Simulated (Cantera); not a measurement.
**Adiabatic ignition**

An adiabatic, constant-pressure homogeneous reactor starts with CH4 : O2 : N2 : CO2 = 1 : 3.33 : 12.5 : 3.3 (molar parts), equivalence ratio 0.60, at 1798 K and 10.0 bar.

Model: GRI-Mech 3.0 (53 species, 325 reactions), integrated in Cantera.

| t (s) | T (K) | x CH4 | x O2 | x CO2 | x C2H2 | x HO2 | x H2O | x NO |
|---|---|---|---|---|---|---|---|---|
| 5.00e-6 | 1798 | 0.0490 | 0.165 | 0.164 | 3.33e-8 | 2.53e-5 | 0.000352 | 3.74e-11 |
| 1.26e-5 | 1819 | 0.0429 | 0.161 | 0.164 | 8.73e-6 | 0.000139 | 0.00509 | 6.21e-10 |
| 3.16e-5 | 2520 | <1e-12 | 0.0733 | 0.188 | <1e-12 | 1.44e-5 | 0.0914 | 7.99e-5 |
| 7.93e-5 | 2587 | <1e-12 | 0.0698 | 0.198 | <1e-12 | 1.34e-5 | 0.0932 | 0.000353 |
| 0.000199 | 2587 | <1e-12 | 0.0695 | 0.198 | <1e-12 | 1.33e-5 | 0.0932 | 0.00101 |
| 0.000501 | 2585 | <1e-12 | 0.0687 | 0.198 | <1e-12 | 1.31e-5 | 0.0933 | 0.00254 |
| 0.00126 | 2580 | <1e-12 | 0.0671 | 0.198 | <1e-12 | 1.28e-5 | 0.0934 | 0.00566 |
| 0.00316 | 2574 | <1e-12 | 0.0649 | 0.198 | <1e-12 | 1.23e-5 | 0.0935 | 0.01000 |
| 0.00795 | 2570 | <1e-12 | 0.0637 | 0.198 | <1e-12 | 1.20e-5 | 0.0936 | 0.0124 |
| 0.0200 | 2570 | <1e-12 | 0.0636 | 0.198 | <1e-12 | 1.20e-5 | 0.0936 | 0.0126 |
| 0.0502 | 2570 | <1e-12 | 0.0636 | 0.198 | <1e-12 | 1.20e-5 | 0.0936 | 0.0126 |
| 0.126 | 2570 | <1e-12 | 0.0636 | 0.198 | <1e-12 | 1.20e-5 | 0.0936 | 0.0126 |
| 0.317 | 2570 | <1e-12 | 0.0636 | 0.198 | <1e-12 | 1.20e-5 | 0.0936 | 0.0126 |
| 0.796 | 2570 | <1e-12 | 0.0636 | 0.198 | <1e-12 | 1.20e-5 | 0.0936 | 0.0126 |
| 2.00 | 2570 | <1e-12 | 0.0636 | 0.198 | <1e-12 | 1.20e-5 | 0.0936 | 0.0126 |
x: mole fraction; the columns are a selection and need not sum to one.

```json
{
  "time_of_steepest_temperature_rise": "19.2 µs",
  "temperature at 2.00 s": "2570 K",
  "equilibrium_temperature": "2570 K",
  "x(CH4) at 2.00 s": "<1e-12 (gas-phase equilibrium <1e-12)",
  "x(O2) at 2.00 s": "0.0636 (gas-phase equilibrium 0.0636)",
  "x(CO2) at 2.00 s": "0.198 (gas-phase equilibrium 0.198)"
}
```
